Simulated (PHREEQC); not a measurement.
1 kg of water holding 0.0023 mol/kgw K2SO4, 0.057 mol/kgw KHCO3 and 0.059 mol/kgw K2CO3 is evaporated at 5 °C; the solids stay in contact with the brine. CO2 is held at log p = -3.4 (atm). Only these solids could form: Arcanite, Kalicinite, Misenite.

All values are PHREEQC results (Pitzer model, pitzer.dat), not measurements.

```
water left (kg)  ionic strength  water activity  Arcanite (mol)  K in solution (mol/kgw)  C in solution (mol/kgw)  S in solution (mol/kgw)
---------------  --------------  --------------  --------------  -----------------------  -----------------------  -----------------------
0.9997                    0.227           0.995               0                    0.180                    0.130                  0.00230
0.8217                    0.280           0.994               0                    0.219                    0.154                  0.00280
0.6754                    0.345           0.993               0                    0.266                    0.183                  0.00341
0.5551                    0.425           0.992               0                    0.324                    0.218                  0.00414
0.4563                    0.523           0.990               0                    0.394                    0.259                  0.00504
0.3751                    0.644           0.988               0                    0.479                    0.308                  0.00613
0.3083                    0.791           0.986               0                    0.583                    0.367                  0.00746
0.2534                    0.971           0.983               0                    0.709                    0.438                  0.00908
0.2083                     1.19           0.980               0                    0.862                    0.523                   0.0110
0.1713                     1.46           0.976               0                     1.05                    0.625                   0.0134
0.1408                     1.79           0.972               0                     1.28                    0.749                   0.0163
0.1158                     2.18           0.966               0                     1.55                    0.898                   0.0199
0.09526                    2.67           0.959               0                     1.89                     1.08                   0.0241
0.07834                    3.26           0.951               0                     2.29                     1.30                   0.0294
0.06445                    3.97           0.940               0                     2.79                     1.56                   0.0357
0.05304                    4.84           0.927               0                     3.39                     1.89                   0.0434
0.04364                    5.89           0.910               0                     4.12                     2.29                   0.0527
0.03593                    7.15           0.888        0.000115                     4.99                     2.77                   0.0608
0.02959                    8.60           0.862        0.000896                     6.01                     3.38                   0.0475
0.02435                    10.4           0.829         0.00141                     7.26                     4.13                   0.0365
0.02004                    12.5           0.788         0.00173                     8.79                     5.08                   0.0283
0.01648                    15.0           0.743         0.00191                     10.7                     6.35                   0.0237
```

Arcanite from water left = 0.03593 kg (pH 10.55).

Away from 25 °C the constants follow the database's enthalpies or fits; those with neither stay at their 25 °C values.
